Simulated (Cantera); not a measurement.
A closed system holds: 1 mol Fe2O3, 300 mol H2, equilibrated at 952 °C and 1000 Pa.

These are equilibrium values from Cantera (NASA tables, ideal gas, pure condensed phases), not measurements of a reactor. Candidate condensed phases: Fe, FeO, Fe(OH)2, Fe(OH)3, Fe2O3, Fe3O4, H2O; 12 gas species. Rates play no part.

Base state: H2 0.990, H2O 0.01000 (mole fractions); condensed: Fe(γ).

What changes in the equilibrium state with this change: Fe2O3 replaced by CuO?


```csv
species,before,after
H2,0.990,0.997
H2O,0.01000,0.00333
"Fe(γ), mol",2.00,0
"Cu(s), mol",0,0.999
```
Further candidate phases: Cu, CuO, Cu(OH)2, Cu2O.
